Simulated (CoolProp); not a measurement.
n-pentane along the isobar 1490 kPa: density (kg/m³) from the reference equation and from simpler models built on Tc = 469.7 K, pc = 3368 kPa, ω = 0.251; each cubic takes its own stable root.

Model: reference Helmholtz-energy equation of state, Thol 2019, in CoolProp.

```tsv
T (K)	phase	reference	Redlich-Kwong	Soave-Redlich-Kwong
229.3	liquid	687.3	611.6	622.9
252.6	liquid	666.1	593.1	606.7
275.9	liquid	644.5	572.9	588.6
299.2	liquid	622.0	550.7	568.3
322.5	liquid	598.3	526.3	545.6
345.8	liquid	573.0	499.0	519.6
369.1	liquid	545.1	467.8	489.4
392.4	liquid	513.3	430.8	453.1
415.7	liquid	474.4	42.51	406.1
439	gas	38.37	37.58	38.00
462.3	gas	34.27	34.07	34.14
485.6	gas	31.31	31.35	31.24
```

At some of these states Redlich-Kwong gives the other phase, because its saturation line lies elsewhere.
